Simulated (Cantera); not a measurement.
Cantera run:

```python
import numpy as np
import cantera as ct

gas_names = [...]  # 58 gases of nasa_gas.yaml made of F, H, N, O, Si
cond_names = """
    H2O(s) H2O(L) Si(cr) Si(L) SiO2(Lqz) SiO2(hqz) SiO2(L) Si2N2O(s) Si3N4(a)
""".split()


# ... load() reads the species with a 1 bar reference pressure and builds the phases ...
atoms = {
    'Si3N4': {'Si': 3, 'N': 4},
    'O2': {'O': 2},
    'N2': {'N': 2},
    'HF': {'H': 1, 'F': 1},
}
top_T = {'Si2N2O(s)': 2100, 'Si3N4(a)': 2400}  # K; cautious upper limits of use, not melting points


# ... equilibrate(T, P, feed) seeds the gas with the atoms and calls Mixture.equilibrate('TP', solver="vcs", rtol=1e-11, max_steps=5000) ...
results = []
feed = {'Si3N4': 1, 'O2': 12, 'N2': 11, 'HF': 2.6}  # mol
P = 1000  # Pa
for T in [775, 875, 975, 1075, 1175, 1275, 1375, 1475]:
    mix = equilibrate(T, P, feed)
    results.append((T, P, feed, dict(zip(mix.species_names, mix.species_moles))))

top = {s: max(r[3][s] / sum(r[3][g] for g in gas_names) for r in results) for s in gas_names}
cols = sorted((s for s in top if top[s] > 1e-06), key=lambda s: -top[s])[:7]
seen = [c for c in cond_names if any(r[3].get(c, 0) > 1e-12 for r in results)]
print("log10 of partial pressures in bar; condensed amounts in mol")
print(f"{'T/K':>10s}" + "".join(f"{s[:9]:>10s}" for s in cols + seen))
for T, P, feed, n in results:
    ng = sum(n[g] for g in gas_names)
    print(f"{T:10.4g}" + "".join(f"{np.log10(max(n[s] / ng * P / 1e5, 1e-99)):10.3f}" for s in cols)
          + "".join(f"{n.get(c, 0):10.4g}" for c in seen))
```

Output:

```
log10 of partial pressures in bar; condensed amounts in mol
       T/K        N2        O2        HF       H2O      SiF4        NO        OH SiO2(Lqz) SiO2(hqz)
       775    -2.271    -2.431    -3.302    -3.542    -3.843    -7.851   -11.110     2.652         0
       875    -2.272    -2.432    -3.193    -3.670    -3.971    -7.148    -9.925         0      2.74
       975    -2.274    -2.433    -3.126    -3.800    -4.101    -6.590    -8.996         0     2.806
      1075    -2.274    -2.434    -3.084    -3.923    -4.224    -6.135    -8.248         0     2.854
      1175    -2.275    -2.435    -3.057    -4.036    -4.337    -5.758    -7.632         0     2.887
      1275    -2.276    -2.435    -3.038    -4.139    -4.439    -5.439    -7.116         0     2.911
      1375    -2.276    -2.436    -3.026    -4.231    -4.531    -5.167    -6.677         0     2.928
      1475    -2.276    -2.436    -3.017    -4.313    -4.612    -4.932    -6.299         0      2.94
```

Method: chemical equilibrium by Gibbs-energy minimisation in Cantera with the NASA 1993 tables (ideal gas, pure condensed phases). The tables hold silica as quartz up to 1696 K and as liquid above; real silica turns to tridymite and cristobalite and melts near 1996 K.
